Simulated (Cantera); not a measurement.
A closed system holds: 1 mol CsCl, 0.37 mol O₂, 380 mol H₂, equilibrated at 20.0 mbar.

Method: chemical equilibrium by Gibbs-energy minimisation in Cantera with the NASA 1993 tables (ideal gas, pure condensed phases). Candidate condensed phases: Cs, CsCl, CsOH, H₂O; 22 gas species. The numbers say what is thermodynamically allowed, not how fast it happens.

Task: Which condensed phases are stable at each of these points (T (K)): 850, 1000, 1150, 1300, 1450, 1600, 1750, 1900, 2050, 2200?

Result: 
| T (K) | condensed phases | Cs condensed (%) |
|---|---|---|
| 850 | CsCl(s) | 38.1 |
| 1000 | gas only | 0.0 |
| 1150 | gas only | 0.0 |
| 1300 | gas only | 0.0 |
| 1450 | gas only | 0.0 |
| 1600 | gas only | 0.0 |
| 1750 | gas only | 0.0 |
| 1900 | gas only | 0.0 |
| 2050 | gas only | 0.0 |
| 2200 | gas only | 0.0 |

At 850 K the condensed part is CsCl(s). From 1000 K to 2200 K nothing is condensed.
